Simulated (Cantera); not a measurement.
A closed system holds: 1 mol Fe3O4, 150 mol H2, 6.8 mol H2O, at 1748 K and 0.0133 bar.

Equilibrium computed with Cantera from the NASA thermochemical tables; the gas is ideal and each condensed phase is pure. Candidate condensed phases: Fe, FeO, Fe(OH)2, Fe(OH)3, Fe2O3, Fe3O4, H2O; 12 gas species. Kinetics and transport are ignored.

Base state: H2 0.928, H2O 0.0687, H 0.00191, Fe 0.00101 (mole fractions); condensed: Fe(δ).

Question: What changes in the equilibrium state with this change: temperature from 1748 K to 1950 K?

Answer: 
```json
[
 {"species": "H2", "before": "0.928", "after": "0.908"},
 {"species": "H2O", "before": "0.0687", "after": "0.0674"},
 {"species": "Fe", "before": "0.00101", "after": "0.0154"},
 {"species": "H", "before": "0.00191", "after": "0.00946"},
 {"species": "FeO", "before": "7.47e-7", "after": "2.01e-5"},
 {"species": "OH", "before": "8.24e-6", "after": "6.38e-5"},
 {"species": "Fe(δ), mol", "before": "2.84", "after": "0"},
 {"species": "Fe(l), mol", "before": "0", "after": "0.537"}
]
```

Question: What changes in the equilibrium state with this change: pressure from 0.0133 bar to 0.00133 bar?

Answer: 
```json
[
 {"species": "H2", "before": "0.928", "after": "0.916"},
 {"species": "H2O", "before": "0.0687", "after": "0.0679"},
 {"species": "Fe", "before": "0.00101", "after": "0.0101"},
 {"species": "H", "before": "0.00191", "after": "0.00599"},
 {"species": "OH", "before": "8.24e-6", "after": "2.59e-5"},
 {"species": "Fe(δ), mol", "before": "2.84", "after": "1.39"}
]
```
